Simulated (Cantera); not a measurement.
NO annealing gas

A perfectly stirred reactor is fed with 47.6 % NO, 52.4 % N2, at 750 Torr; it is held at 1775 K, and followed from long to short residence time.

Detailed kinetics in Cantera: GRI-Mech 3.0 (53 species, 325 reactions).

```tsv
τ (s)	x NO	x O	x O2	x N2	x N2O
3.4	0.322	2.75e-5	0.0767	0.601	4.18e-5
0.94	0.411	1.87e-5	0.0319	0.556	6.90e-5
0.26	0.455	1.23e-5	0.0103	0.534	8.46e-5
0.073	0.470	9.00e-6	0.00293	0.527	8.88e-5
0.020	0.474	7.37e-6	0.000717	0.525	8.40e-5
0.0057	0.476	5.81e-6	0.000136	0.524	6.75e-5
0.0016	0.476	3.30e-6	1.15e-5	0.524	3.92e-5
0.00044	0.476	1.41e-6	4.73e-7	0.524	1.54e-5
```
x: mole fraction; the columns are a selection and need not sum to one.
